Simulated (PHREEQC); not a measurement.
Make-up at 20 °C: 0.04 mol HNO3 and 0.22 mol K2SO4 per kg of water. Closed to the air; pH follows from the charge balance.

All values are PHREEQC results (ion-association model, phreeqc.dat), not measurements.

```
Quantity                      Value
--------------------  -------------
pH                             2.05
ionic strength        0.522 mol/kgw
activity of water             0.989
specific conductance    33300 µS/cm
density                 1.029 g/cm³
total alkalinity       -40.0 meq/kg
```

```tsv
species	molality	activity	log γ
K+	0.379	0.244	-0.192
SO4-2	0.131	0.0267	-0.690
KSO4-	0.0607	0.0419	-0.160
NO3-	0.0400	0.0245	-0.214
HSO4-	0.0283	0.0209	-0.133
H+	0.0117	0.00893	-0.117
```

Precipitation was switched off in this run. Complexes and solids missing from the database can't appear.
